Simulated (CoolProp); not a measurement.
Properties of carbonyl sulfide along the isotherm 37.25 °C.

Model: reference Helmholtz-energy equation of state, Lemmon 2006, in CoolProp. It is a short technical equation, of lower accuracy than the large ones.

```csv
p (MPa),phase,density (kg/m³),speed of sound (m/s),Joule-Thomson coefficient (K/MPa)
1.33,gas,36.33,208.5,20.32
2.65,liquid,958.0,621.9,0.04717
3.98,liquid,964.6,637.9,0.009277
5.31,liquid,970.8,653.0,-0.02413
6.63,liquid,976.6,667.1,-0.05367
7.96,liquid,982.2,680.7,-0.08041
9.29,liquid,987.5,693.6,-0.1046
10.6,liquid,992.5,705.8,-0.1263
11.9,liquid,997.2,717.4,-0.1460
13.3,liquid,1002,729.5,-0.1656
14.6,liquid,1006,740.3,-0.1823
15.9,liquid,1011,750.7,-0.1978
```
